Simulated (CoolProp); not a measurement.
The numbers come from the reference Helmholtz-energy equation of state, Thol 2019 in CoolProp.

Give the vapour pressure (bar), liquid density (kg/m³), surface tension (mN/m) of saturated dodecamethylpentasiloxane (MD3M) at 139.65, 263.75 °C.


```
T (°C)  p (bar)  liquid density (kg/m³)  surface tension (mN/m)
------  -------  ----------------------  ----------------------
139.65   0.0683                     757                    10.4
263.75     2.08                     608                    3.54
```

Surface tension comes from a separate correlation (Mulero 2014), older than this fluid's equation and unchecked against measurements.
